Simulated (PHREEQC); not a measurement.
Make-up at 25 °C: 16 mmol/kgw HNO3 and 3.1 mmol/kgw K2SO4. Closed to the air; pH follows from the charge balance.

Model: ion-association model, phreeqc.dat, run in PHREEQC.

pH: 1.89
ionic strength: 0.0225 mol/kgw
specific conductance: 6350 µS/cm
total alkalinity: -16.0 meq/kg

```csv
species,molality,activity,log γ
NO3-,0.0160,0.0137,-0.067
H+,0.0146,0.0129,-0.053
K+,0.00616,0.00530,-0.065
SO4-2,0.00168,0.000951,-0.246
HSO4-,0.00138,0.00120,-0.063
KSO4-,4.07e-5,3.54e-5,-0.060
```

This is a speciation only: nothing precipitates in the calculation.
